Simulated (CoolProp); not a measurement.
Vapour-liquid equilibrium of CH2F2 (R32) (1) + dimethyl ether (2) at 271 K; x and y are mole fractions of (1).

Values from CoolProp's multi-fluid Helmholtz-energy mixture model, Tillner-Roth 1997 and Wu 2011; pair parameters Bell 2016.

| x | bubble pressure (kPa) | y at the bubble point | dew pressure at overall composition x (kPa) | liquid density (mol/L) |
|---|---|---|---|---|
| 0.05 | 268.6 | 0.121 | 255.6 | 15.47 |
| 0.15 | 315.2 | 0.322 | 274.5 | 15.89 |
| 0.25 | 365.6 | 0.479 | 296.7 | 16.32 |
| 0.35 | 418.2 | 0.601 | 323.1 | 16.78 |
| 0.45 | 471.6 | 0.696 | 355.1 | 17.25 |
| 0.55 | 524.9 | 0.773 | 394.5 | 17.75 |
| 0.65 | 577.5 | 0.836 | 444.0 | 18.28 |
| 0.75 | 629.3 | 0.889 | 507.8 | 18.84 |
| 0.85 | 680.7 | 0.936 | 590.9 | 19.44 |
| 0.95 | 732.3 | 0.979 | 697.4 | 20.08 |

No azeotrope shows between x = 0.05 and 0.95.

Pair parameters are fitted to limited data, so mixtures are less certain than the pure fluids.
